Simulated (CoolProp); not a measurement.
A simple Rankine cycle with water: condensing at 299.15 K, boiler at 8.1 MPa, turbine inlet 719 K, turbine efficiency 0.6, pump efficiency 0.6, no recuperator. Each further row changes one setting.

The numbers come from the reference Helmholtz-energy equation of state, Wagner 2002 in CoolProp.

```csv
case,thermal efficiency (%),net work (kJ/kg),heat in (kJ/kg),turbine exit temperature (K),volume ratio over the turbine
as stated,24.6,773,3140,299.2,1060
turbine inlet 739 K,24.8,791,3190,299.2,1040
condensing temperature 291.15 K,25.3,803,3170,291.1,1680
boiler pressure 5.67 MPa,24.0,763,3180,299.2,738
turbine efficiency 0.5,20.5,642,3140,329.4,1210
```

The expansion ends wet for: as stated; turbine inlet 739 K; condensing temperature 291.15 K; boiler pressure 5.67 MPa.
